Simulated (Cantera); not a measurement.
Feed: 1 mol SiCl4, 0.14 mol Cl2, 46 mol H2, held at 0.100 bar.

Equilibrium computed with Cantera from the NASA thermochemical tables; the gas is ideal and each condensed phase is pure. Candidate condensed phases: Si; 19 gas species. The tables' values for SiCl3 are old estimates; treat these amounts as uncertain. The numbers say what is thermodynamically allowed, not how fast it happens. All values below are at 973 K.

Base state: H2 0.966, SiCl4 0.0145, HCl 0.0130, SiHCl3 0.00606, SiH2Cl2 0.000264, SiCl3 0.000238, SiCl2 0.000111 (mole fractions); condensed: gas only.

Problem. What changes in the equilibrium state with this change: Cl2 from 0.14 to 0.014 mol?

Solution. 
```tsv
species	before	after
H2	0.966	0.969
SiCl4	0.0145	0.0131
HCl	0.0130	0.0101
SiH2Cl2	0.000264	0.000400
SiCl2	0.000111	0.000168
SiHCl3	0.00606	0.00708
SiCl3	0.000238	0.000277
Si(s), mol	0	0.0113
```
